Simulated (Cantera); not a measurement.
A closed system holds: 1 mol C2H5OH, 0.11 mol O2, equilibrated at 2048 K and 1.60 bar.

Cantera equilibrium calculation (NASA polynomials, part measured and part estimated; ideal gas, pure solids and liquids). Candidate condensed phases: C, C6H6, C7H8, C8H18, H2O; 110 gas species. Equilibrium is a limit: real reactors are often held back by kinetics, nucleation or transport.

Base state: H2 0.708, CO 0.289, H 0.00149, C2H2 (acetylene) 0.000743, CH4 0.000301, H2O 3.19e-5, CH3 1.24e-5 (mole fractions); condensed: C(graphite).

Task: What changes in the equilibrium state with this change: O2 from 0.11 to 0.59 mol?

Result: 
| species | before | after |
|---|---|---|
| H2 | 0.708 | 0.568 |
| CO | 0.289 | 0.395 |
| H2O | 3.19e-5 | 0.0314 |
| C2H2 (acetylene) | 0.000743 | <1e-9 |
| CO2 | 2.73e-6 | 0.00459 |
| CH4 | 0.000301 | 2.15e-7 |
| C(graphite), mol | 0.773 | 0 |

Task: What changes in the equilibrium state with this change: pressure from 1.60 bar to 62.0 bar?

Result: 
```tsv
species	before	after
H2	0.708	0.695
CO	0.289	0.291
CH4	0.000301	0.0112
CO2	2.73e-6	0.000108
H2O	3.19e-5	0.00122
C2H4	4.36e-6	0.000163
H	0.00149	0.000237
CH3	1.24e-5	7.52e-5
C(graphite), mol	0.773	0.731
```
The ideal-gas law is rough above about 30 bar.

Task: What changes in the equilibrium state with this change: 0.92 mol H2S added?

Result: 
| species | before | after |
|---|---|---|
| H2 | 0.708 | 0.662 |
| CO | 0.289 | 0.221 |
| H2S | 0 | 0.0438 |
| CS2 | 0 | 0.0420 |
| CS | 0 | 0.0115 |
| S2 | 0 | 0.0101 |
| SH | 0 | 0.00649 |
| COS | 0 | 0.000534 |
| S | 0 | 0.000344 |
| C(graphite), mol | 0.773 | 0.476 |
Further candidate phases: H2SO4, S.
